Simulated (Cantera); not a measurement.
An isothermal, constant-pressure homogeneous reactor starts with CH4 : N2 = 1 : 190 (molar parts), at 1325 K and 2670 Pa.

Cantera simulation using GRI-Mech 3.0 (53 species, 325 reactions); the numbers are that mechanism's predictions, not measurements. GRI-Mech 3.0 stops at C3 and has no aromatics, soot or wall deposition, so with more carbon than oxygen in the feed, carbon stays in small species such as C2H2 where larger ones or solid carbon would form. Radical loss at walls, strong at low pressure, is not modelled.

Q: Predict: x(CH4) at 60.0 s; x(C2H6) at 60.0 s; x(H2) at 60.0 s; x(H) at 60.0 s.

A: 
```json
{
  "x(CH4) at 60.0 s": "0.00451 (gas-phase equilibrium 1.58e-6)",
  "x(C2H6) at 60.0 s": "2.84e-6 (gas-phase equilibrium <1e-12)",
  "x(H2) at 60.0 s": "0.00101 (gas-phase equilibrium 0.00781)",
  "x(H) at 60.0 s": "1.07e-7 (gas-phase equilibrium 8.91e-7)"
}
```
